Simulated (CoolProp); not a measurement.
A single-stage vapour-compression cycle with R227EA: evaporating at 220.15 K (dew point), condensing at 277.15 K (bubble point), superheat 5 K, subcooling 2 K, compressor efficiency 0.9, no pressure losses. Each further row changes one setting.

The numbers come from the reference Helmholtz-energy equation of state, Lemmon 2016 in CoolProp.

| case | cooling COP | pressure ratio | discharge temperature (K) | refrigerating effect (kJ/kg) | volumetric capacity (kJ/m³) |
|---|---|---|---|---|---|
| as stated | 2.59 | 15.1 | 279.4 | 91.3 | 126 |
| evaporating temperature 225.15 K | 3.00 | 11.1 | 278.8 | 94.5 | 174 |
| condensing temperature 272.15 K | 2.95 | 12.5 | 275.3 | 96.9 | 134 |
| subcooling 7 K | 2.74 | 15.1 | 279.4 | 96.9 | 134 |
| superheat 15 K | 2.66 | 15.1 | 289.7 | 98.2 | 130 |
| compressor efficiency 0.8 | 2.30 | 15.1 | 284.7 | 91.3 | 126 |
